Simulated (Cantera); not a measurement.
An isothermal, constant-pressure homogeneous reactor starts with NO : N2 : H2O = 1 : 1.1 : 0.12 (molar parts), at 1850 K and 0.310 bar.

Cantera simulation using GRI-Mech 3.0 (53 species, 325 reactions); the numbers are that mechanism's predictions, not measurements.

x: mole fraction; the columns are a selection and need not sum to one.

```
t (s)      x NO       x O    x N2O   x N2      x O2     x NO2
--------  -----  --------  -------  -----  --------  --------
0.000200  0.450   5.04e-7  4.36e-6  0.495   1.89e-8         …
0.000465  0.450   7.75e-7  9.71e-6  0.495   1.15e-7         …
0.00108   0.450   2.32e-6  2.05e-5  0.495   1.45e-6         …
0.00251   0.450   8.90e-6  3.77e-5  0.495   3.30e-5         …
0.00585   0.450   1.03e-5  5.23e-5  0.496  0.000189         …
0.0136    0.450   1.12e-5  5.50e-5  0.496  0.000434         …
0.0316    0.449   1.41e-5  5.52e-5  0.496  0.000892         …
0.0735    0.446   1.90e-5  5.57e-5  0.497   0.00198         …
0.171     0.441   2.67e-5  5.55e-5  0.500   0.00451         …
0.398     0.429   3.86e-5  5.33e-5  0.506    0.0103         …
0.925     0.403   5.60e-5  4.73e-5  0.519    0.0233         …
2.15      0.349   8.03e-5  3.55e-5  0.546    0.0501  0.000215
5.00      0.256  0.000110  1.89e-5  0.593    0.0968  0.000219
```

Task: Fill in the missing entries.

Result: 
- 0.000200, x NO2: 1.06e-6
- 0.000465, x NO2: 4.42e-6
- 0.00108, x NO2: 1.85e-5
- 0.00251, x NO2: 4.66e-5
- 0.00585, x NO2: 3.51e-5
- 0.0136, x NO2: 3.21e-5
- 0.0316, x NO2: 4.13e-5
- 0.0735, x NO2: 5.79e-5
- 0.171, x NO2: 8.37e-5
- 0.398, x NO2: 0.000121
- 0.925, x NO2: 0.000170
